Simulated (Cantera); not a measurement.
A freely propagating, adiabatic, planar premixed flame of CH4 : CO : O2 : N2 = 1 : 0.088 : 2.13 : 8.01 (molar parts), equivalence ratio 0.96, unburnt at 500 K and 1730 Torr; mixture-averaged transport, grid criteria slope 0.08 and curve 0.16, no radiation.

Cantera simulation using GRI-Mech 3.0 (53 species, 325 reactions); the numbers are that mechanism's predictions, not measurements. Burning velocities carry a grid error of a few per cent, more on coarse grids.

x: mole fraction of selected species; z is measured from the peak of heat release.

```json
[
 {"z (mm)": "-0.577", "T (K)": "500", "u (m/s)": "0.696", "x CH4": "0.0890", "x CO": "0.00783", "x O2": "0.190", "x C2H": "<1e-8", "x H2O2": "1.68e-8", "x C2H4": "1.22e-8"},
 {"z (mm)": "-0.385", "T (K)": "502", "u (m/s)": "0.699", "x CH4": "0.0887", "x CO": "0.00785", "x O2": "0.189", "x C2H": "<1e-8", "x H2O2": "1.98e-7", "x C2H4": "1.94e-7"},
 {"z (mm)": "-0.288", "T (K)": "511", "u (m/s)": "0.713", "x CH4": "0.0880", "x CO": "0.00800", "x O2": "0.188", "x C2H": "<1e-8", "x H2O2": "(withheld)", "x C2H4": "(withheld)"},
 {"z (mm)": "-0.192", "T (K)": "574", "u (m/s)": "0.805", "x CH4": "0.0837", "x CO": "0.00927", "x O2": "0.184", "x C2H": "<1e-8", "x H2O2": "8.13e-6", "x C2H4": "1.83e-5"},
 {"z (mm)": "-0.0961", "T (K)": "976", "u (m/s)": "1.38", "x CH4": "0.0590", "x CO": "0.0201", "x O2": "0.150", "x C2H": "<1e-8", "x H2O2": "3.21e-5", "x C2H4": "0.000223"},
 {"z (mm)": "-0.0481", "T (K)": "(withheld)", "u (m/s)": "2.00", "x CH4": "(withheld)", "x CO": "(withheld)", "x O2": "(withheld)", "x C2H": "<1e-8", "x H2O2": "(withheld)", "x C2H4": "(withheld)"},
 {"z (mm)": "0", "T (K)": "1793", "u (m/s)": "2.58", "x CH4": "0.00686", "x CO": "0.0469", "x O2": "0.0617", "x C2H": "1.62e-7", "x H2O2": "1.72e-6", "x C2H4": "0.000257"},
 {"z (mm)": "0.0481", "T (K)": "1956", "u (m/s)": "2.80", "x CH4": "0.000367", "x CO": "0.0416", "x O2": "0.0361", "x C2H": "7.86e-8", "x H2O2": "5.98e-7", "x C2H4": "8.76e-6"},
 {"z (mm)": "0.0961", "T (K)": "2016", "u (m/s)": "2.87", "x CH4": "1.02e-5", "x CO": "0.0323", "x O2": "0.0278", "x C2H": "<1e-8", "x H2O2": "4.83e-7", "x C2H4": "7.95e-8"},
 {"z (mm)": "0.192", "T (K)": "2088", "u (m/s)": "2.96", "x CH4": "2.31e-8", "x CO": "0.0237", "x O2": "0.0229", "x C2H": "<1e-8", "x H2O2": "3.79e-7", "x C2H4": "<1e-8"},
 {"z (mm)": "0.385", "T (K)": "2170", "u (m/s)": "3.06", "x CH4": "<1e-8", "x CO": "0.0184", "x O2": "0.0192", "x C2H": "<1e-8", "x H2O2": "2.77e-7", "x C2H4": "<1e-8"},
 {"z (mm)": "0.769", "T (K)": "2243", "u (m/s)": "3.15", "x CH4": "<1e-8", "x CO": "0.0142", "x O2": "0.0161", "x C2H": "<1e-8", "x H2O2": "2.03e-7", "x C2H4": "<1e-8"},
 {"z (mm)": "1.54", "T (K)": "2295", "u (m/s)": "3.21", "x CH4": "<1e-8", "x CO": "0.0106", "x O2": "0.0136", "x C2H": "<1e-8", "x H2O2": "1.60e-7", "x C2H4": "<1e-8"}
]
```

Fill in the missing entries.


- -0.288, x H2O2: 1.17e-6
- -0.288, x C2H4: 1.58e-6
- -0.0481, T (K): 1397
- -0.0481, x CH4: 0.0319
- -0.0481, x CO: 0.0343
- -0.0481, x O2: 0.109
- -0.0481, x H2O2: 1.74e-5
- -0.0481, x C2H4: 0.000471
